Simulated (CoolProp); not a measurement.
Vapour pressure (bar) of p-xylene: the reference equation beside estimates from Tc = 343.0 °C, pc = 35.32 bar, ω = 0.324. Clausius-Clapeyron is anchored at 157.75 °C with a constant enthalpy of vaporisation of 34.40 kJ/mol.

Values from CoolProp's reference Helmholtz-energy equation of state, Zhou 2012.

| T (°C) | reference | Lee-Kesler | Clausius-Clapeyron | Redlich-Kwong |
|---|---|---|---|---|
| 120.85 | 0.6198 | 0.6062 | 0.6747 | 1.369 |
| 133.15 | 0.8806 | 0.8686 | 0.9271 | 1.826 |
| 145.45 | 1.221 | 1.214 | 1.250 | 2.386 |
| 157.75 | 1.658 | 1.658 | 1.658 | 3.063 |
| 170.05 | 2.207 | 2.218 | 2.164 | 3.868 |
| 182.25 | 2.881 | 2.907 | 2.779 | 4.806 |
| 194.55 | 3.710 | 3.755 | 3.529 | 5.904 |
| 206.85 | 4.709 | 4.777 | 4.427 | 7.167 |
| 219.15 | 5.901 | 5.993 | 5.490 | 8.606 |
| 231.45 | 7.309 | 7.426 | 6.738 | 10.23 |
| 243.75 | 8.957 | 9.100 | 8.190 | 12.06 |
| 255.95 | 10.86 | 11.02 | 9.850 | 14.08 |

Absolute difference from the reference over all 12 rows, mean and median: Lee-Kesler 1.2 and 1.4 %, Clausius-Clapeyron 5.5 and 5.6 %, Redlich-Kwong 67.7 and 63.0 %.
